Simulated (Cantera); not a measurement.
Feed: 1 mol Si, 0.14 mol CO, 210 mol H₂, held at 11300 Torr.

Cantera equilibrium calculation (NASA polynomials, part measured and part estimated; ideal gas, pure solids and liquids). Candidate condensed phases: C, C₆H₆, C₇H₈, C₈H₁₈, H₂O, Si, SiC, SiO₂; 123 gas species. Mutual solubility and eutectic melting of coexisting phases are not modelled. The tables hold silica as quartz up to 1696 K and as liquid above; real silica turns to tridymite and cristobalite and melts near 1996 K. Gases not in the tables: Si₂H₆ and higher silanes. The numbers say what is thermodynamically allowed, not how fast it happens.

log p: log10 of the partial pressure in bar; n: condensed amount in mol.

```csv
T (°C),log p H₂,log p SiO,log p H,log p CH₄,log p CO,log p SiH₂,n Si(s),n SiC(s),n SiO₂(β-quartz),n Si(l)
1100,1.18,-4.39,-4.89,-2.32,-6.17,-5.43,0.854,0.0728,0.0696,0
1175,1.18,…,…,-2.35,…,…,0.848,0.0779,0.0684,0
1250,1.18,-3.11,-4.05,-2.38,-4.64,-4.52,0.839,0.0820,0.0639,0
1325,1.18,-2.56,-3.69,-2.41,-3.98,-4.13,0.823,0.0844,0.0490,0
1400,1.18,-2.06,-3.36,-2.44,-3.39,-3.78,0.785,0.0832,0.00478,0
1475,1.18,-2.04,…,-2.41,…,…,0,…,0,0.788
1550,1.18,-2.06,-2.78,-2.37,-2.98,-3.28,0,0.0650,0,0.801
1625,1.18,-2.08,-2.52,-2.33,-2.81,-3.06,0,0.0522,0,0.815
1700,1.18,-2.11,-2.28,-2.29,-2.66,-2.87,0,0.0372,0,0.830
```

**Question.** Complete the blanks.

**Answer.** 
- 1475, log p H: -3.05
- 1475, log p CO: -3.17
- 1475, log p SiH₂: -3.51
- 1475, n SiC(s): 0.0759
- 1175, log p SiO: -3.71
- 1175, log p H: -4.45
- 1175, log p CO: -5.36
- 1175, log p SiH₂: -4.95
